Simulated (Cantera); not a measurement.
A Cantera script and what it prints.

```python
import numpy as np
import cantera as ct

gas_names = [...]  # 131 gases of nasa_gas.yaml made of C, H, O
cond_names = """
    C(gr) C6H6(L) C7H8(L) C8H18(L),n-octa H2O(s) H2O(L)
""".split()


# ... load() reads the species with a 1 bar reference pressure and builds the phases ...
atoms = {
    'C3H6': {'C': 3, 'H': 6},
    'CO2': {'C': 1, 'O': 2},
    'H2': {'H': 2},
}
top_T = {'C(gr)': 4500}  # K; cautious upper limits of use, not melting points


# ... equilibrate(T, P, feed) seeds the gas with the atoms and calls Mixture.equilibrate('TP', solver="vcs", rtol=1e-11, max_steps=5000) ...
results = []
feed = {'C3H6': 1, 'CO2': 3.3, 'H2': 0.75}  # mol
P = 22000  # Pa
for T in [2000, 2500, 3000, 3500, 4000, 4500, 5000]:
    mix = equilibrate(T, P, feed)
    results.append((T, P, feed, dict(zip(mix.species_names, mix.species_moles))))
    x = sorted(zip(gas.X, gas.species_names), reverse=True)
    print(f"T = {T:g} K  P = {P:g} Pa  gas = {mix.phase_moles(0):.4g} mol")
    print("   x: " + "  ".join(f"{s} {v:.3e}" for v, s in x if v > 1e-06))
    print("   condensed (mol): " + ("  ".join(f"{mix.phase(i).name} {mix.phase_moles(i):.4g}"
          for i in range(1, mix.n_phases) if mix.phase_moles(i) > 1e-12) or "none"))
```

It prints:

```
T = 2000 K  P = 22000 Pa  gas = 10.06 mol
   x: CO 6.179e-01  H2 3.502e-01  H2O 2.152e-02  CO2 8.285e-03  H 2.052e-03  OH 1.259e-05
   condensed (mol): none
T = 2500 K  P = 22000 Pa  gas = 10.21 mol
   x: CO 6.104e-01  H2 3.294e-01  H 3.077e-02  H2O 2.227e-02  CO2 6.657e-03  OH 4.310e-04  O 2.648e-05
   condensed (mol): none
T = 3000 K  P = 22000 Pa  gas = 11 mol
   x: CO 5.677e-01  H2 2.401e-01  H 1.650e-01  H2O 1.655e-02  CO2 5.283e-03  OH 3.776e-03  O 1.589e-03  O2 4.336e-05  HCO 1.591e-06
   condensed (mol): none
T = 3500 K  P = 22000 Pa  gas = 12.72 mol
   x: CO 4.934e-01  H 3.881e-01  H2 9.505e-02  O 1.305e-02  OH 5.483e-03  H2O 2.916e-03  CO2 1.828e-03  O2 1.541e-04  HCO 2.087e-06
   condensed (mol): none
T = 4000 K  P = 22000 Pa  gas = 13.77 mol
   x: H 4.995e-01  CO 4.571e-01  H2 2.161e-02  O 1.981e-02  OH 1.525e-03  CO2 2.680e-04  H2O 1.129e-04  O2 3.898e-05  C 1.436e-05  HCO 1.781e-06
   condensed (mol): none
T = 4500 K  P = 22000 Pa  gas = 14.03 mol
   x: H 5.241e-01  CO 4.485e-01  O 2.145e-02  H2 5.054e-03  C 5.186e-04  OH 3.781e-04  CO2 4.941e-05  O2 8.184e-06  H2O 5.205e-06  Electron 1.536e-06  CH 1.511e-06  HCO 1.413e-06
   condensed (mol): none
T = 5000 K  P = 22000 Pa  gas = 14.18 mol
   x: H 5.258e-01  CO 4.368e-01  O 2.837e-02  C 7.351e-03  H2 1.470e-03  OH 1.478e-04  CO2 1.576e-05  Electron 1.349e-05  C+ 8.387e-06  CH 8.339e-06  C2 7.926e-06  O2 3.610e-06  CO+ 2.525e-06  H+ 2.043e-06  HCO 1.121e-06
   condensed (mol): none
```

Equilibrium computed with Cantera from the NASA thermochemical tables; the gas is ideal and each condensed phase is pure.
